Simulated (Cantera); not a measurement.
A Cantera script and what it prints.

```python
import numpy as np
import cantera as ct

gas_names = [...]  # 139 gases of nasa_gas.yaml made of C, Cu, H, N, O
cond_names = """
    C(gr) C6H6(L) C7H8(L) C8H18(L),n-octa Cu(cr) Cu(L) CuO(s) CuO2H2(s) Cu2O(s) Cu2O(L) H2O(s) H2O(L)
""".split()


# ... load() reads the species with a 1 bar reference pressure and builds the phases ...
atoms = {
    'CuO': {'Cu': 1, 'O': 1},
    'CH4': {'C': 1, 'H': 4},
    'N2': {'N': 2},
}
top_T = {'C(gr)': 4500, 'CuO(s)': 1390}  # K; cautious upper limits of use, not melting points


# ... equilibrate(T, P, feed) seeds the gas with the atoms and calls Mixture.equilibrate('TP', solver="vcs", rtol=1e-11, max_steps=5000) ...
results = []
T = 2298  # K
P = 133.322  # Pa
for m in [0.73, 0.92, 1.2, 1.5, 1.8, 2.3, 2.9, 3.7, 4.6, 5.8]:
    feed = {'CuO': 1, 'CH4': m, 'N2': 0.11}  # mol
    mix = equilibrate(T, P, feed)
    results.append((T, P, feed, dict(zip(mix.species_names, mix.species_moles))))
    x = sorted(zip(gas.X, gas.species_names), reverse=True)
    print(f"T = {T:g} K  P = {P:g} Pa  n(CH4) = {m:g} mol  gas = {mix.phase_moles(0):.4g} mol")
    print("   x: " + "  ".join(f"{s} {v:.3e}" for v, s in x if v > 0.001))
    print("   condensed (mol): " + ("  ".join(f"{mix.phase(i).name} {mix.phase_moles(i):.4g}"
          for i in range(1, mix.n_phases) if mix.phase_moles(i) > 1e-12) or "none"))
```

It prints:

```
T = 2298 K  P = 133.322 Pa  n(CH4) = 0.73 mol  gas = 3.561 mol
   x: Cu 2.807e-01  H2 2.774e-01  CO 1.972e-01  H 1.381e-01  H2O 6.110e-02  N2 3.085e-02  CO2 7.761e-03  OH 4.892e-03  O 1.664e-03
   condensed (mol): none
T = 2298 K  P = 133.322 Pa  n(CH4) = 0.92 mol  gas = 4.197 mol
   x: H2 3.450e-01  Cu 2.382e-01  CO 2.174e-01  H 1.541e-01  N2 2.620e-02  H2O 1.578e-02  CO2 1.776e-03  OH 1.132e-03
   condensed (mol): none
T = 2298 K  P = 133.322 Pa  n(CH4) = 1.2 mol  gas = 4.919 mol
   x: H2 4.011e-01  CO 2.033e-01  Cu 2.033e-01  H 1.661e-01  N2 2.032e-02  HCN 3.687e-03  C2H2,acetylene 1.716e-03
   condensed (mol): C(gr) 0.1624
T = 2298 K  P = 133.322 Pa  n(CH4) = 1.5 mol  gas = 5.6 mol
   x: H2 4.444e-01  CO 1.786e-01  Cu 1.786e-01  H 1.749e-01  N2 1.764e-02  HCN 3.616e-03  C2H2,acetylene 1.901e-03
   condensed (mol): C(gr) 0.4556
T = 2298 K  P = 133.322 Pa  n(CH4) = 1.8 mol  gas = 6.28 mol
   x: H2 4.785e-01  H 1.815e-01  CO 1.592e-01  Cu 1.592e-01  N2 1.556e-02  HCN 3.525e-03  C2H2,acetylene 2.047e-03
   condensed (mol): C(gr) 0.749
T = 2298 K  P = 133.322 Pa  n(CH4) = 2.3 mol  gas = 7.413 mol
   x: H2 5.217e-01  H 1.895e-01  CO 1.349e-01  Cu 1.349e-01  N2 1.298e-02  HCN 3.361e-03  C2H2,acetylene 2.232e-03
   condensed (mol): C(gr) 1.238
T = 2298 K  P = 133.322 Pa  n(CH4) = 2.9 mol  gas = 8.771 mol
   x: H2 5.591e-01  H 1.961e-01  CO 1.140e-01  Cu 1.140e-01  N2 1.079e-02  HCN 3.172e-03  C2H2,acetylene 2.392e-03
   condensed (mol): C(gr) 1.826
T = 2298 K  P = 133.322 Pa  n(CH4) = 3.7 mol  gas = 10.58 mol
   x: H2 5.941e-01  H 2.022e-01  CO 9.452e-02  Cu 9.451e-02  N2 8.767e-03  HCN 2.948e-03  C2H2,acetylene 2.542e-03
   condensed (mol): C(gr) 2.61
T = 2298 K  P = 133.322 Pa  n(CH4) = 4.6 mol  gas = 12.62 mol
   x: H2 6.217e-01  H 2.068e-01  CO 7.927e-02  Cu 7.927e-02  N2 7.209e-03  HCN 2.734e-03  C2H2,acetylene 2.660e-03
   condensed (mol): C(gr) 3.493
T = 2298 K  P = 133.322 Pa  n(CH4) = 5.8 mol  gas = 15.33 mol
   x: H2 6.471e-01  H 2.110e-01  CO 6.524e-02  Cu 6.524e-02  N2 5.795e-03  C2H2,acetylene 2.769e-03  HCN 2.501e-03
   condensed (mol): C(gr) 4.67
```

Equilibrium computed with Cantera from the NASA thermochemical tables; the gas is ideal and each condensed phase is pure.
